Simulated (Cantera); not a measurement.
Input: 1 mol BF3, a varied amount of H2O, at 1625 K and 0.00550 bar.

These are equilibrium values from Cantera (NASA tables, ideal gas, pure condensed phases), not measurements of a reactor. Candidate condensed phases: B, B2O3, B3O3H3, H2O; 43 gas species. Kinetics and transport are ignored.

At 0.81 mol H2O, list the 6 most abundant gas species with their mole fractions, and the condensed phases.

HF 0.598, BOF 0.295, BF3 0.0902, H2O 0.0138, HBO2 0.00246, H2 0.000187. Condensed: gas only.
